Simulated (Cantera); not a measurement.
A freely propagating, adiabatic, planar premixed flame of H₂ : O₂ : N₂ : H₂O = 1 : 0.5 : 1.88 : 0.12 (molar parts), unburnt at 575 K and 5.00 bar; mixture-averaged transport, grid criteria slope 0.08 and curve 0.16, no radiation.

Computed with Cantera and the H2/O2 subset of GRI-Mech 3.0, which has no nitrogen chemistry. The hydrogen kinetics of GRI-Mech 3.0 are dated; newer H2 mechanisms differ, most at raised pressure. Burning velocities carry a grid error of a few per cent, more on coarse grids.

```json
[
 {"quantity": "laminar burning velocity", "before": "567 cm/s", "after": "353 cm/s"},
 {"quantity": "thermal thickness", "before": "0.0569 mm", "after": "0.0574 mm"},
 {"quantity": "peak x(H)", "before": "0.0263", "after": "0.0117"},
 {"quantity": "peak x(H₂O₂)", "before": "9.44e-5", "after": "0.000119"},
 {"quantity": "peak x(HO₂)", "before": "0.00108", "after": "0.000991"}
]
```

What was changed between the two runs?
A) H2 1 to 1.3 parts
B) H2 1 to 0.78 parts
C) inlet temperature 575 to 400 K
D) O2 0.5 to 0.38 parts

B, H2 1 to 0.78 parts
